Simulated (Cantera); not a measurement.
Input: 1 mol Al(CH₃)₃, 70 mol N₂, at 1600 K and 75.0 Torr.

Method: chemical equilibrium by Gibbs-energy minimisation in Cantera with the NASA 1993 tables (ideal gas, pure condensed phases). Candidate condensed phases: Al, AlN, C, C₆H₆, C₇H₈, C₈H₁₈; 97 gas species. The feed counts by its element totals alone. Kinetics and transport are ignored.

Base state: N₂ 0.939, H₂ 0.0605, HCN 0.000488, H 4.23e-5, HNC 1.12e-5 (mole fractions); condensed: AlN(s) + C(graphite).

**Question.** What changes in the equilibrium state with this change: temperature from 1600 K to 2073 K?

**Answer.** 
| species | before | after |
|---|---|---|
| N₂ | 0.939 | 0.934 |
| H₂ | 0.0605 | 0.0570 |
| HCN | 0.000488 | 0.00449 |
| Al | 4.90e-8 | 0.00255 |
| AlH | 3.19e-9 | 4.62e-5 |
| H | 4.23e-5 | 0.00199 |
| AlN(s), mol | 1.000 | 0.807 |
| C(graphite), mol | 2.96 | 2.63 |

**Question.** What changes in the equilibrium state with this change: Al(CH₃)₃ replaced by AlCl₃?

**Answer.** 
| species | before | after |
|---|---|---|
| N₂ | 0.939 | 0.986 |
| AlCl₃ | 0 | 0.0139 |
| Cl | 0 | 0.000201 |
| H₂ | 0.0605 | 0 |
| HCN | 0.000488 | 0 |
| AlCl₂ | 0 | 0.000177 |
| H | 4.23e-5 | 0 |
| AlN(s), mol | 1.000 | 0 |
| C(graphite), mol | 2.96 | 0 |
The tables' values for AlCl₂ are old estimates; treat these amounts as uncertain. Further candidate phases: AlCl₃.
